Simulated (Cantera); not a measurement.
Cantera run:

```python
import numpy as np
import cantera as ct

gas_names = """
    N NO NO2 NO3 N2 N2O O O2 O3 Zr ZrN ZrO ZrO2
""".split()
cond_names = """
    Zr(a) Zr(b) Zr(L) ZrN(s) ZrN(L) ZrO2(a) ZrO2(b) ZrO2(L)
""".split()


def load(file, names, dense=False):
    # The tables refer to 1 bar. Condensed volumes are neglected.
    table = {s.name: s for s in ct.Species.list_from_file(file)}
    out = []
    for n in names:
        d = dict(table[n].input_data)
        d["thermo"] = dict(d["thermo"], **{"reference-pressure": 1e5})
        if dense:
            d["equation-of-state"] = {"model": "constant-volume", "density": "1e6 g/cm^3"}
        out.append(ct.Species.from_dict(d))
    return out


gas = ct.Solution(thermo="ideal-gas", species=load("nasa_gas.yaml", gas_names))
cond = {s.name: ct.Solution(thermo="fixed-stoichiometry", species=[s], name=s.name)
        for s in load("nasa_condensed.yaml", cond_names, dense=True)}
atoms = {
    'Zr': {'Zr': 1},
    'N2O': {'N': 2, 'O': 1},
    'N2': {'N': 2},
}
top_T = {}  # K; cautious upper limits of use, not melting points


def equilibrate(T, P, feed):
    n = {}
    for name, mol in feed.items():
        for a, k in atoms[name].items():
            n[a] = n.get(a, 0.0) + k * mol
    gas.TPX = T, P, n
    mass = sum(n.values()) * gas.mean_molecular_weight
    gas.equilibrate("TP")
    valid = [c for c in cond.values() if c.min_temp <= T <= top_T.get(c.name, c.max_temp)]
    mix = ct.Mixture([(gas, mass / gas.mean_molecular_weight)] + [(c, 0.0) for c in valid])
    mix.T, mix.P = T, P
    mix.equilibrate("TP", solver="vcs", rtol=1e-11, max_steps=5000)
    return mix


results = []
feed = {'Zr': 1, 'N2O': 0.13, 'N2': 0.64}  # mol
P = 10000  # Pa
for T in [798, 948, 1098, 1248, 1398, 1548, 1698, 1848, 1998, 2148, 2298, 2448, 2598, 2748]:
    mix = equilibrate(T, P, feed)
    results.append((T, P, feed, dict(zip(mix.species_names, mix.species_moles))))

top = {s: max(r[3][s] / sum(r[3][g] for g in gas_names) for r in results) for s in gas_names}
cols = sorted((s for s in top if top[s] > 1e-06), key=lambda s: -top[s])[:8]
seen = [c for c in cond_names if any(r[3].get(c, 0) > 1e-12 for r in results)]
print("log10 of partial pressures in bar; condensed amounts in mol")
print(f"{'T/K':>10s}" + "".join(f"{s[:9]:>10s}" for s in cols + seen))
for T, P, feed, n in results:
    ng = sum(n[g] for g in gas_names)
    print(f"{T:10.4g}" + "".join(f"{np.log10(max(n[s] / ng * P / 1e5, 1e-99)):10.3f}" for s in cols)
          + "".join(f"{n.get(c, 0):10.4g}" for c in seen))
```

Result:

```
log10 of partial pressures in bar; condensed amounts in mol
       T/K        N2       ZrO      ZrO2        Zr         N         O        NO    ZrN(s)   ZrO2(a)   ZrO2(b)
       798    -1.000   -41.137   -41.703   -50.947   -28.323   -34.829   -27.512     0.935     0.065         0
       948    -1.000   -32.729   -33.396   -40.880   -23.394   -28.437   -22.786     0.935     0.065         0
      1098    -1.000   -26.629   -27.380   -33.576   -19.806   -23.790   -19.353     0.935     0.065         0
      1248    -1.000   -22.007   -22.828   -28.037   -17.078   -20.259   -16.747     0.935     0.065         0
      1398    -1.000   -18.387   -19.267   -23.694   -14.932   -17.486   -14.702     0.935     0.065         0
      1548    -1.000   -15.483   -16.418   -20.200   -13.200   -15.254   -13.059     0.935         0     0.065
      1698    -1.000   -13.104   -14.090   -17.327   -11.772   -13.420   -11.711     0.935         0     0.065
      1848    -1.000   -11.117   -12.146   -14.926   -10.575   -11.883   -10.582     0.935         0     0.065
      1998    -1.000    -9.434   -10.500   -12.890    -9.557   -10.575    -9.621     0.935         0     0.065
      2148    -1.000    -7.991    -9.088   -11.141    -8.681    -9.448    -8.794     0.935         0     0.065
      2298    -1.000    -6.741    -7.864    -9.624    -7.918    -8.467    -8.074     0.935         0     0.065
      2448    -1.000    -5.648    -6.794    -8.296    -7.248    -7.605    -7.441     0.935         0     0.065
      2598    -1.000    -4.684    -5.850    -7.124    -6.655    -6.842    -6.881     0.935         0   0.06496
      2748    -1.001    -3.829    -5.012    -6.081    -6.126    -6.161    -6.381    0.9348         0   0.06474
```

These are equilibrium values from Cantera (NASA tables, ideal gas, pure condensed phases), not measurements of a reactor. Mutual solubility and eutectic melting of coexisting phases are not modelled. ZrN: taken at fixed stoichiometry. Condensed phases not in the tables: solid solutions among these carbides, nitrides and lower oxides.
